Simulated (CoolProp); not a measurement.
Computed with CoolProp (reference Helmholtz-energy equation of state, Lemmon 2006). It is a short technical equation, of lower accuracy than the large ones.

Problem. For acetone, give the phase and the cp (kJ/(kg K)), cv (kJ/(kg K)) at 433.3 K and 0.101 MPa.

Solution. 
- 433.3 K and 0.101 MPa: gas; cp 1.71, cv 1.55
